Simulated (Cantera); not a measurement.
A perfectly stirred reactor is fed with 1.41 % CH4, 98.6 % H2, at 1.00 bar; it is held at 1748 K, and followed from long to short residence time.

Detailed kinetics in Cantera: GRI-Mech 3.0 (53 species, 325 reactions). GRI-Mech 3.0 stops at C3 and has no aromatics, soot or wall deposition, so with more carbon than oxygen in the feed, carbon stays in small species such as C2H2 where larger ones or solid carbon would form.

Question: Predict: x(CH4) at τ = 15.0 s; x(H2) at τ = 15.0 s; x(C2H6) at τ = 15.0 s; x(C2H2) at τ = 15.0 s; x(C2H) at τ = 15.0 s; x(CH4) at τ = 60.0 ms; x(H2) at τ = 60.0 ms; x(C2H6) at τ = 60.0 ms; x(C2H2) at τ = 60.0 ms; x(C2H) at τ = 60.0 ms.

Answer: 
```
Item                     Result
----------------------  -------
x(CH4) at τ = 15.0 s    0.00555
x(H2) at τ = 15.0 s       0.990
x(C2H6) at τ = 15.0 s   2.37e-7
x(C2H2) at τ = 15.0 s   0.00406
x(C2H) at τ = 15.0 s    6.54e-9
x(CH4) at τ = 60.0 ms    0.0116
x(H2) at τ = 60.0 ms      0.987
x(C2H6) at τ = 60.0 ms  6.31e-7
x(C2H2) at τ = 60.0 ms  0.00116
x(C2H) at τ = 60.0 ms   1.84e-9
```
